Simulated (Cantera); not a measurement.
Thermodynamics of nitride etching, feed BN + F2

A closed system holds: 1 mol BN, a varied amount of F2, equilibrated at 1450 °C and 75.0 Torr.

These are equilibrium values from Cantera (NASA tables, ideal gas, pure condensed phases), not measurements of a reactor. Candidate condensed phases: B, BN; 13 gas species. The numbers say what is thermodynamically allowed, not how fast it happens.

From 1.8 mol F2 to 13 mol F2 nothing is condensed. The main B-bearing gas is BF3 throughout.

| n(F2) (mol) | log p F | log p BF3 | log p N2 | log p F2 |
|---|---|---|---|---|
| 1.8 | -1.54 | -1.32 | -1.62 | -4.71 |
| 2.5 | -1.24 | -1.54 | -1.84 | -4.11 |
| 3.4 | -1.15 | -1.72 | -2.02 | -3.92 |
| 4.8 | -1.09 | -1.91 | -2.21 | -3.81 |
| 6.7 | -1.06 | -2.07 | -2.38 | -3.74 |
| 9.4 | -1.04 | -2.24 | -2.54 | -3.71 |
| 13 | -1.03 | -2.39 | -2.69 | -3.68 |
log p: log10 of the partial pressure in bar; nothing condenses.
